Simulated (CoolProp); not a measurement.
Properties of fluorine at several states.

Values from CoolProp's reference Helmholtz-energy equation of state, de Reuck 1990.

```
T (K)  p (bar)          phase  density (kg/m³)  cv (kJ/(kg K))  expansivity (1/kK)  fugacity coefficient
-----  -------  -------------  ---------------  --------------  ------------------  --------------------
277.6     88.9  supercritical              ___          0.6113                 ___                0.9509
86.7      3.51         liquid             1491          0.8164               4.778                   ___
82.8     0.527            gas            2.966          0.5599               12.87                0.9808
63.6      36.4         liquid             1648          0.8742                 ___              0.001100
199.2     1.21            gas            2.783          0.5632               5.066                0.9974
183.3     38.4            gas            108.9          0.6034               8.245                0.8898
```

Fill in the missing entries.


- 277.6, density (kg/m³): 152.9
- 277.6, expansivity (1/kK): 4.484
- 86.7, fugacity coefficient: 0.3373
- 63.6, expansivity (1/kK): 3.742
